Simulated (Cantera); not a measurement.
A closed system holds: 1 mol C2H4, 0.16 mol H2O, 0.46 mol H2, 0.064 mol NH3, equilibrated at 0.460 bar.

Equilibrium computed with Cantera from the NASA thermochemical tables; the gas is ideal and each condensed phase is pure. Candidate condensed phases: C, C6H6, C7H8, C8H18, H2O; 136 gas species. Rates play no part.

x: gas mole fraction; n: condensed amount in mol.

```tsv
T (K)	x H2	x CH4	x CO	x H2O	x N2	n C(graphite)
948	0.870	0.0598	0.0408	0.0158	0.0118	1.72
973	0.885	0.0463	0.0450	0.0114	0.0116	1.75
998	0.896	0.0360	0.0481	0.00810	0.0115	1.76
1023	0.904	0.0282	0.0503	0.00573	0.0114	1.78
1048	0.910	0.0223	0.0519	0.00406	0.0113	1.79
1073	0.915	0.0177	0.0529	0.00290	0.0112	1.80
1098	0.919	0.0142	0.0536	0.00208	0.0112	1.81
1123	0.922	0.0115	0.0541	0.00151	0.0111	1.81
1148	0.924	___	0.0544	___	0.0111	1.82
1173	0.926	___	0.0546	___	0.0111	1.82
1198	0.927	0.00634	0.0547	0.000620	0.0111	1.82
1223	0.928	0.00528	0.0548	0.000470	0.0111	1.83
1248	0.929	0.00443	0.0549	0.000361	0.0110	1.83
```

Problem. Some entries are withheld; supply them.

Solution. 
- 1148, x CH4: 0.00934
- 1148, x H2O: 0.00111
- 1173, x CH4: 0.00767
- 1173, x H2O: 0.000825
